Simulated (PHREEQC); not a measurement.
Buffer: speciation

Consider water at 25 °C with 0.084 mol/kgw NaHCO3, 0.049 mol/kgw NaOH and 0.00012 mol/kgw KCl. Closed to the air; pH follows from the charge balance.

Equilibrium calculation in PHREEQC: ion-association model, wateq4f.dat.

```yaml
pH: 9.91
ionic_strength: 0.140 mol/kgw
total_alkalinity: 133 meq/kg
```

```csv
species,molality,activity,log γ
Na+,0.111,0.0850,-0.117
HCO3-,0.0339,0.0260,-0.115
CO3-2,0.0285,0.00990,-0.459
NaCO3-,0.0204,0.0157,-0.115
NaHCO3,0.00120,0.00124,0.014
Cl-,0.000120,8.87e-5,-0.131
K+,0.000120,8.87e-5,-0.131
OH-,0.000110,8.10e-5,-0.133
CO2,7.00e-6,7.24e-6,0.014
```

This is a speciation only: nothing precipitates in the calculation. Complexes and solids missing from the database can't appear.
